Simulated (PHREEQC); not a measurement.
A made-up water analysis in mg/L, 80 °C, pH 2.41, pe 12.4: Na 1480; K 117; Ca 114; Mg 130; Cl 784; S(6) as SO4 3520; Pb 3.1; Br 46.4; Mn(2) 8.88.

Valence states are taken as typed.

Model: ion-association model, phreeqc.dat, run in PHREEQC.

Precipitation was switched off in this run.

Order these Ca species by the share of Ca that they hold, largest first: CaSO4, CaHSO4+, Ca+2.

Ca+2 (64 %), CaSO4 (33 %), CaHSO4+ (3.3 %)

The pH is 2.41 and the ionic strength 0.0967 mol/kgw. Constants without temperature data keep their 25 °C values here.
